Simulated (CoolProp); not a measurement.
Properties of toluene along the isotherm 620 K.

Computed with CoolProp (reference Helmholtz-energy equation of state, Lemmon 2006). It is a short technical equation, of lower accuracy than the large ones.

```csv
p (bar),phase,isothermal compressibility (1/MPa),conductivity (mW/(m K)),fugacity coefficient
1.3,gas,7.770,43.5,0.9901
2.2,gas,4.625,43.5,0.9833
3.72,gas,2.769,43.5,0.9718
6.27,gas,1.680,43.6,0.9527
10.6,gas,1.035,43.8,0.9206
17.9,gas,0.6653,44.3,0.8675
30.1,gas,0.4800,46.4,0.7812
50.9,supercritical,0.6531,65.4,0.6372
85.9,supercritical,0.04382,79.5,0.4467
145,supercritical,0.01441,84.9,0.3262
245,supercritical,0.006799,91.0,0.2649
413,supercritical,0.003642,98.8,0.2556
```

Thermal conductivity comes from a separate model (Assael 2012).
